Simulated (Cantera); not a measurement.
An isothermal, constant-pressure homogeneous reactor starts with NH3 : N2 = 1 : 22 (molar parts), at 1575 K and 10.5 Torr.

Detailed kinetics in Cantera: the gas-phase N/H chemistry of the illustrative SiF4/NH3 mechanism in the Surface Chemkin manual (1991). Walls and surfaces, which speed up NH3 decomposition in real reactors, are not modelled.

Question: Predict: x(NH3) at 200 s; x(NH) at 200 s; x(H2) at 200 s; x(H) at 200 s; x(NH2) at 200 s; x(N2) at 200 s; x(N) at 200 s.

Answer: 
```json
{
  "x(NH3) at 200 s": "0.0146 (gas-phase equilibrium 1.04e-8)",
  "x(NH) at 200 s": "2.80e-7 (gas-phase equilibrium 3.86e-12)",
  "x(H2) at 200 s": "0.0415 (gas-phase equilibrium 0.0625)",
  "x(H) at 200 s": "1.38e-5 (gas-phase equilibrium 8.84e-5)",
  "x(NH2) at 200 s": "1.13e-5 (gas-phase equilibrium 3.45e-11)",
  "x(N2) at 200 s": "0.944 (gas-phase equilibrium 0.937)",
  "x(N) at 200 s": "4.71e-8 (gas-phase equilibrium 3.08e-12)"
}
```
